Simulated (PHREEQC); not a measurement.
Consider water at 25 °C with 0.18 mol FeCl3, 0.0019 mol ZnCl2, 0.00035 mol NaHCO3 and 0.002 mol Na2SO4 per kg of water. Closed to the air; pH follows from the charge balance.

Computed with PHREEQC (ion-association model, phreeqc.dat).

Each row changes one thing in this solution. This is a speciation only: nothing precipitates in the calculation.

```csv
case,pH,ionic strength (mol/kgw),FeCl+2 (mol/kgw),Fe+3 (mol/kgw),FeCl2+ (mol/kgw),FeOH+2 (mol/kgw),SI of Goethite (FeOOH),SI of Halite (NaCl)
as made,1.87,0.619,0.0967,0.0320,0.0314,0.00626,+4.03,-4.69
ZnCl2 replaced by LiCl at the same molality,1.87,0.616,0.0966,0.0321,0.0313,0.00625,+4.02,-4.69
Na2SO4 from 0.002 to 0.0002 mol/kgw,1.87,0.619,0.0976,0.0324,0.0316,0.00627,+4.02,(withheld)
temperature from 25 to 40 °C,1.79,0.618,0.111,0.0237,0.0222,0.00882,+4.15,(withheld)
Na2SO4 from 0.002 to 0.01 mol/kgw,1.89,0.618,0.0927,0.0302,0.0305,0.00621,+4.07,(withheld)
ZnCl2 left out,1.87,0.615,0.0966,0.0322,0.0312,0.00626,+4.02,-4.69
temperature from 25 to 50 °C,1.75,0.618,0.117,0.0193,0.0174,0.0107,+4.22,(withheld)
```

Task: What belongs in the gaps?

Result: 
- Na2SO4 from 0.002 to 0.0002 mol/kgw, SI of Halite (NaCl): -5.45
- temperature from 25 to 40 °C, SI of Halite (NaCl): -4.71
- Na2SO4 from 0.002 to 0.01 mol/kgw, SI of Halite (NaCl): -4.01
- temperature from 25 to 50 °C, SI of Halite (NaCl): -4.72

Some of these states are supersaturated (in Hematite (slow to form), Goethite (slow to form), for instance). Constants without temperature data keep their 25 °C values here.
